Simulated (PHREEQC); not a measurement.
1 kg of water holding 0.11 mol/kgw KCl, 0.09 mol/kgw Na2SO4, 0.15 mol/kgw NaCl, 0.27 mol/kgw NaHCO3 and 0.014 mol/kgw Na2CO3 is evaporated at 20 °C; the solids stay in contact with the brine. CO2 is held at log p = -3.4 (atm). The run lets Arcanite, Burkeite, Glaserite, Halite, Kalicinite, Mirabilite, Misenite, Nahcolite, Natron, Sylvite, Thenardite, Trona precipitate or redissolve, and no other solid.

The series has 21 steps of water left (kg), from 1.002 to 0.01827.

The numbers come from PHREEQC with the Pitzer model, pitzer.dat.

Problem. Which solids form, in which order, and at which step of the series does each first stand?

Solution. Glaserite from water left = 0.09711 kg (pH 10.00); Trona from water left = 0.09711 kg (pH 10.00); Burkeite from water left = 0.05179 kg (pH 9.78); Halite from water left = 0.04223 kg (pH 9.77).

Species that the database lacks are ignored.
